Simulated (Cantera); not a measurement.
Input (Python, Cantera) and output of one run.

```python
import numpy as np
import cantera as ct

gas_names = """
    H HI HO2 H2 H2O H2O2 I I2 O OH O2 O3
""".split()
cond_names = """
    H2O(s) H2O(L) I2(cr) I2(L)
""".split()


# ... load() reads the species with a 1 bar reference pressure and builds the phases ...
atoms = {
    'HI': {'H': 1, 'I': 1},
    'H2': {'H': 2},
    'O2': {'O': 2},
}
top_T = {}  # K; cautious upper limits of use, not melting points


# ... equilibrate(T, P, feed) seeds the gas with the atoms and calls Mixture.equilibrate('TP', solver="vcs", rtol=1e-11, max_steps=5000) ...
results = []
feed = {'HI': 1, 'H2': 3.3, 'O2': 5.7}  # mol
P = 1000  # Pa
for T in [798, 898, 998, 1098, 1198, 1298, 1398, 1498, 1598, 1698, 1798, 1898]:
    mix = equilibrate(T, P, feed)
    results.append((T, P, feed, dict(zip(mix.species_names, mix.species_moles))))

top = {s: max(r[3][s] / sum(r[3][g] for g in gas_names) for r in results) for s in gas_names}
cols = sorted((s for s in top if top[s] > 1e-06), key=lambda s: -top[s])[:7]
seen = [c for c in cond_names if any(r[3].get(c, 0) > 1e-12 for r in results)]
print("log10 of partial pressures in bar; condensed amounts in mol")
print(f"{'T/K':>10s}" + "".join(f"{s[:9]:>10s}" for s in cols + seen))
for T, P, feed, n in results:
    ng = sum(n[g] for g in gas_names)
    print(f"{T:10.4g}" + "".join(f"{np.log10(max(n[s] / ng * P / 1e5, 1e-99)):10.3f}" for s in cols)
          + "".join(f"{n.get(c, 0):10.4g}" for c in seen))
```

Result:

```
log10 of partial pressures in bar; condensed amounts in mol
       T/K        O2       H2O         I        I2        OH         O        H2
       798    -2.331    -2.331    -3.900    -3.259   -10.165   -14.305   -14.492
       898    -2.337    -2.337    -3.406    -3.389    -8.987   -12.470   -12.696
       998    -2.346    -2.346    -3.109    -3.690    -8.047   -11.003   -11.257
      1098    -2.352    -2.352    -2.984    -4.176    -7.276    -9.801   -10.078
      1198    -2.354    -2.354    -2.948    -4.717    -6.632    -8.796    -9.091
      1298    -2.354    -2.355    -2.939    -5.218    -6.085    -7.945    -8.254
      1398    -2.355    -2.355    -2.936    -5.658    -5.617    -7.215    -7.536
      1498    -2.355    -2.355    -2.936    -6.044    -5.211    -6.581    -6.912
      1598    -2.355    -2.356    -2.936    -6.383    -4.856    -6.027    -6.367
      1698    -2.356    -2.357    -2.936    -6.684    -4.543    -5.537    -5.885
      1798    -2.357    -2.359    -2.936    -6.951    -4.266    -5.102    -5.457
      1898    -2.359    -2.362    -2.937    -7.193    -4.019    -4.712    -5.075
```

These are equilibrium values from Cantera (NASA tables, ideal gas, pure condensed phases), not measurements of a reactor.
